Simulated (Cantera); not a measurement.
Charge: 1 mol SiHCl3, 0.26 mol NH3, 1.4 mol N2, held at 42.0 mbar.

Equilibrium computed with Cantera from the NASA thermochemical tables; the gas is ideal and each condensed phase is pure. Candidate condensed phases: NH4Cl, Si, Si3N4; 28 gas species. Rates play no part.

Task: What share of the Si ends up in condensed phases as a function of T (K), at 925, 1000, 1075, 1150, 1225, 1300, 1375?

Result: 
```csv
T (K),Si condensed (%),as
925,49.4,Si3N4(s)
1000,50.6,Si3N4(s)
1075,51.5,Si3N4(s)
1150,52.2,Si3N4(s)
1225,52.5,Si3N4(s)
1300,52.1,Si3N4(s)
1375,50.0,Si3N4(s)
```
